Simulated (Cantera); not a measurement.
Feed: 1 mol SiO₂, 2.3 mol C, 0.3 mol CO, equilibrated at 0.100 bar.

Equilibrium computed with Cantera from the NASA thermochemical tables; the gas is ideal and each condensed phase is pure. Candidate condensed phases: C, Si, SiC, SiO₂; 20 gas species. Mutual solubility and eutectic melting of coexisting phases are not modelled. The tables hold silica as quartz up to 1696 K and as liquid above; real silica turns to tridymite and cristobalite and melts near 1996 K. Rates play no part.

log p: log10 of the partial pressure in bar; n: condensed amount in mol.

```tsv
T (°C)	log p CO	log p SiO	log p CO₂	log p Si	log p Si₂C	log p SiO₂	n C(graphite)	n SiO₂(β-quartz)	n SiC(s)	n SiO₂(condensed)
1050	-1.00	-8.16	-4.40	<-13	<-13	<-13	2.30	1.00	0	0
1100	-1.00	-7.18	-4.64	<-13	<-13	<-13	2.30	1.00	0	0
1150	-1.00	-6.28	-4.87	<-13	<-13	-12.79	2.30	1.000	0	0
1200	-1.00	-5.43	-5.07	-12.12	<-13	-12.05	2.30	1.000	0	0
1250	-1.00	…	…	…	<-13	-11.36	2.30	1.000	0	0
1300	-1.00	-3.91	-5.45	-9.61	-12.51	-10.72	2.30	1.000	0	0
1350	-1.00	…	-5.52	…	…	-10.11	0	0.227	0.764	0
1400	-1.01	-2.86	-5.49	-7.97	-10.26	-9.54	0	0.216	0.758	0
1450	-1.02	-2.43	-5.48	-7.31	-9.47	-9.02	0	0	0.743	0.185
1500	-1.04	-2.02	-5.49	-6.69	-8.72	-8.52	0	0	0.700	0.0992
1550	-1.07	-1.82	-5.59	-6.19	-8.11	-8.33	0	0	0.650	0
1600	-1.07	-1.82	-5.74	-5.82	-7.64	-8.42	0	0	0.650	0
```

Task: Fill in the missing entries.

Result: 
- 1350, log p SiO: -3.31
- 1350, log p Si: -8.66
- 1350, log p Si₂C: -11.09
- 1250, log p SiO: -4.65
- 1250, log p CO₂: -5.27
- 1250, log p Si: -10.82
